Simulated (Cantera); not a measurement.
## HMDSO + O3 (silicon oxide and oxynitride deposition)

Charge: 1 mol HMDSO, a varied amount of O3, at 1500 K and 6.90 Pa.

Equilibrium computed with Cantera from the NASA thermochemical tables; the gas is ideal and each condensed phase is pure. Candidate condensed phases: C, C6H6, C7H8, C8H18, H2O, Si, SiC, SiO2; 123 gas species. The feed counts by its element totals alone. The tables hold silica as quartz up to 1696 K and as liquid above; real silica turns to tridymite and cristobalite and melts near 1996 K. Equilibrium is a limit: real reactors are often held back by kinetics, nucleation or transport.

| n(O3) (mol) | log p H2 | log p H2O | log p CO2 | log p CO | log p O2 | log p SiO | n SiC(s) | n SiO2(β-quartz) |
|---|---|---|---|---|---|---|---|---|
| 1.2 | -4.34 | -10.99 | -11.73 | -4.66 | <-16 | -5.82 | 1.70 | 0 |
| 1.9 | -4.40 | -10.74 | -11.38 | -4.63 | <-16 | -5.23 | 0.650 | 0 |
| 2.6 | -4.42 | -7.89 | -8.48 | -4.59 | <-16 | -5.29 | 0 | 0.796 |
| 3.3 | -4.42 | -5.49 | -6.05 | -4.57 | -13.58 | -7.70 | 0 | 2.00 |
| 4 | -4.51 | -4.98 | -5.49 | -4.61 | -12.37 | -8.30 | 0 | 2.00 |
| 4.7 | -4.62 | -4.76 | -5.22 | -4.67 | -11.72 | -8.63 | 0 | 2.00 |
| 5.3 | -4.73 | -4.64 | -5.05 | -4.73 | -11.26 | -8.86 | 0 | 2.00 |
| 6 | -4.89 | -4.54 | -4.89 | -4.83 | -10.75 | -9.12 | 0 | 2.00 |
| 6.7 | -5.11 | -4.47 | -4.76 | -4.99 | -10.16 | -9.41 | 0 | 2.00 |
| 7.4 | -5.49 | -4.42 | -4.65 | -5.30 | -9.31 | -9.83 | 0 | 2.00 |
| 8.1 | -7.06 | -4.39 | -4.57 | -6.82 | -6.11 | -11.44 | 0 | 2.00 |
| 8.8 | -7.50 | -4.42 | -4.59 | -7.26 | -5.29 | -11.84 | 0 | 2.00 |
| 9.5 | -7.65 | -4.45 | -4.62 | -7.41 | -5.05 | -11.97 | 0 | 2.00 |
log p: log10 of the partial pressure in bar; n: condensed amount in mol.

From 1.2 mol O3 to 1.9 mol O3 the condensed part is SiC(s). From 2.6 mol O3 to 9.5 mol O3 the condensed part is SiO2(β-quartz).
